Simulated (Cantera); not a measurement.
Charge: 1 mol AlI3, 7.7 mol H2O, 3 mol N2, at 1400 °C and 1330 Pa.

Equilibrium computed with Cantera from the NASA thermochemical tables; the gas is ideal and each condensed phase is pure. Candidate condensed phases: Al, AlI3, AlN, Al2O3, H2O, I2; 41 gas species. Kinetics and transport are ignored.

Base state: H2O 0.455, N2 0.220, I 0.207, H2 0.104, HI 0.0126, H 0.000318, I2 0.000104, OH 6.72e-5 (mole fractions); condensed: Al2O3(s).

**Question.** What changes in the equilibrium state with this change: N2 from 3 to 57 mol?

**Answer.** 
| species | before | after |
|---|---|---|
| N2 | 0.220 | 0.842 |
| H2O | 0.455 | 0.0916 |
| I | 0.207 | 0.0431 |
| HI | 0.0126 | 0.00120 |
| H2 | 0.104 | 0.0215 |
| I2 | 0.000104 | 4.50e-6 |
| OH | 6.72e-5 | 2.97e-5 |
| H | 0.000318 | 0.000145 |
| Al2O3(s), mol | 0.500 | 0.500 |

**Question.** What changes in the equilibrium state with this change: AlI3 replaced by AlBr3?

**Answer.** 
| species | before | after |
|---|---|---|
| H2O | 0.455 | 0.493 |
| N2 | 0.220 | 0.239 |
| HBr | 0 | 0.180 |
| I | 0.207 | 0 |
| H2 | 0.104 | 0.0292 |
| Br | 0 | 0.0582 |
| HI | 0.0126 | 0 |
| I2 | 0.000104 | 0 |
| Br2 | 0 | 9.64e-5 |
| OH | 6.72e-5 | 0.000137 |
| Al2O3(s), mol | 0.500 | 0.500 |
Further candidate phases: AlBr3, Br2.
